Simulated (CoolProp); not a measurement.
20 sccm (0 °C, 1 atm) of nitrogen bubbles through liquid decamethyltetrasiloxane (MD2M) at 317.3 K and leaves saturated at a total pressure of 0.00605 MPa (ideal gas phase). Each further row changes one setting.

Values from CoolProp's reference Helmholtz-energy equation of state, Thol 2017.

```csv
case,vapour pressure (kPa),mole fraction of vapour,delivery (mg/min),delivery (sccm),change of delivery for a bath 1 K warmer (%)
as stated,0.215,?,?,?,?
bath temperature 322.3 K,?,0.0495,?,1.04,7.1
total pressure 0.0121 MPa,0.215,0.0178,?,?,7.1
```

Question: What belongs in the gaps?

Answer: 
- as stated, mole fraction of vapour: 0.0355
- as stated, delivery (mg/min): 10.2
- as stated, delivery (sccm): 0.737
- as stated, change of delivery for a bath 1 K warmer (%): 7.3
- bath temperature 322.3 K, vapour pressure (kPa): 0.300
- bath temperature 322.3 K, delivery (mg/min): 14.4
- total pressure 0.0121 MPa, delivery (mg/min): 5.01
- total pressure 0.0121 MPa, delivery (sccm): 0.362
